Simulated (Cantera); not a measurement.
Cantera run:

```python
import numpy as np
import cantera as ct

gas_names = """
    Br Br2 H HBr H2 N NH NH2 NH3 N2 N2H2 N2H4 Si SiBr SiBr2 SiBr3 SiBr4 SiH SiHBr3 SiH2 SiH2Br2 SiH3
    SiH3Br SiH4 SiN Si2 Si2N Si3
""".split()
cond_names = """
    Br2(cr) Br2(L) Si(cr) Si(L) Si3N4(a)
""".split()


# ... load() reads the species with a 1 bar reference pressure and builds the phases ...
atoms = {
    'Si': {'Si': 1},
    'HBr': {'H': 1, 'Br': 1},
    'N2': {'N': 2},
}
top_T = {'Si3N4(a)': 2400}  # K; cautious upper limits of use, not melting points


# ... equilibrate(T, P, feed) seeds the gas with the atoms and calls Mixture.equilibrate('TP', solver="vcs", rtol=1e-11, max_steps=5000) ...
results = []
feed = {'Si': 1, 'HBr': 3.3, 'N2': 1.8}  # mol
P = 38  # Pa
for T in [723, 798, 873, 948, 1023, 1098, 1173, 1248, 1323, 1398]:
    mix = equilibrate(T, P, feed)
    results.append((T, P, feed, dict(zip(mix.species_names, mix.species_moles))))

top = {s: max(r[3][s] / sum(r[3][g] for g in gas_names) for r in results) for s in gas_names}
cols = sorted((s for s in top if top[s] > 0.001), key=lambda s: -top[s])[:7]
seen = [c for c in cond_names if any(r[3].get(c, 0) > 1e-12 for r in results)]
print("log10 of partial pressures in bar; condensed amounts in mol")
print(f"{'T/K':>10s}" + "".join(f"{s[:9]:>10s}" for s in cols + seen))
for T, P, feed, n in results:
    ng = sum(n[g] for g in gas_names)
    print(f"{T:10.4g}" + "".join(f"{np.log10(max(n[s] / ng * P / 1e5, 1e-99)):10.3f}" for s in cols)
          + "".join(f"{n.get(c, 0):10.4g}" for c in seen))
```

Result:

```
log10 of partial pressures in bar; condensed amounts in mol
       T/K       HBr        N2        H2     SiBr2     SiBr4        Br     SiBr3  Si3N4(a)
       723    -3.681    -3.950    -4.401   -12.907    -4.702    -9.925   -10.641    0.2574
       798    -3.675    -3.953    -4.418   -11.035    -4.719    -8.885    -9.496    0.2603
       873    -3.671    -3.954    -4.431    -9.488    -4.732    -8.023    -8.549    0.2624
       948    -3.668    -3.956    -4.441    -8.190    -4.743    -7.297    -7.753     0.264
      1023    -3.666    -3.957    -4.449    -7.086    -4.754    -6.677    -7.078    0.2651
      1098    -3.666    -3.958    -4.453    -6.141    -4.774    -6.144    -6.504    0.2646
      1173    -3.674    -3.957    -4.447    -5.345    -4.842    -5.691    -6.043    0.2563
      1248    -3.709    -3.948    -4.407    -4.744    -5.089    -5.337    -5.779    0.2214
      1323    -3.794    -3.927    -4.301    -4.402    -5.676    -5.112    -5.826    0.1506
      1398    -3.925    -3.901    -4.183    -4.234    -6.468    -4.977    -6.071   0.07135
```

These are equilibrium values from Cantera (NASA tables, ideal gas, pure condensed phases), not measurements of a reactor. N2 is the only nitrogen source here; it is nearly inert below about 1500 K, so the nitride shown seldom forms there in practice. The tables' values for SiBr3, SiBr are old estimates; treat these amounts as uncertain.
